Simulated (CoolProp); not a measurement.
A closed Brayton cycle with carbon dioxide: compressor inlet 311.15 K and 9.2 MPa, high pressure 22.2 MPa, turbine inlet 915 K, compressor efficiency 0.8, turbine efficiency 0.9, recuperator effectiveness 0.8 (on enthalpy, no pinch check). Each further row changes one setting.

Model: reference Helmholtz-energy equation of state, Span 1996, in CoolProp.

```json
[
 {"case": "as stated", "thermal efficiency (%)": "29.5", "net work (kJ/kg)": "107", "compressor to turbine work": "0.19", "compressor exit (K)": "341.5", "turbine exit (K)": "801.9"},
 {"case": "turbine inlet 865 K", "thermal efficiency (%)": "28.8", "net work (kJ/kg)": "(withheld)", "compressor to turbine work": "0.20", "compressor exit (K)": "341.5", "turbine exit (K)": "755.9"},
 {"case": "compressor inlet 321.15 K", "thermal efficiency (%)": "29.1", "net work (kJ/kg)": "(withheld)", "compressor to turbine work": "0.30", "compressor exit (K)": "(withheld)", "turbine exit (K)": "801.9"},
 {"case": "high pressure 18.9 MPa", "thermal efficiency (%)": "26.5", "net work (kJ/kg)": "(withheld)", "compressor to turbine work": "0.17", "compressor exit (K)": "335.4", "turbine exit (K)": "822.0"},
 {"case": "recuperator effectiveness 0.5", "thermal efficiency (%)": "20.1", "net work (kJ/kg)": "107", "compressor to turbine work": "0.19", "compressor exit (K)": "341.5", "turbine exit (K)": "801.9"}
]
```

Task: Fill in the missing entries.

Result: 
- turbine inlet 865 K, net work (kJ/kg): 98.7
- compressor inlet 321.15 K, net work (kJ/kg): 92.0
- compressor inlet 321.15 K, compressor exit (K): 383.6
- high pressure 18.9 MPa, net work (kJ/kg): 89.7
